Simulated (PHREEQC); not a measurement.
Solution (25 °C): 0.078 mol KH2PO4 and 0.0013 mol NaOH per kg of water. It is in equilibrium with CO2 at log p = -3.4 (atm). Otherwise closed; pH follows from the charge balance.

Model: ion-association model, phreeqc.dat, run in PHREEQC.

Precipitation was switched off in this run.

### Question
Estimate the pH, ionic strength, specific conductance.

### Answer
pH 5.14; ionic strength 0.0805 mol/kgw; specific conductance 7060 µS/cm.

### Question
In which forms is C present?

### Answer
CO2 93 %, HCO3- 7.2 % of the C.

Complexes and solids missing from the database can't appear.
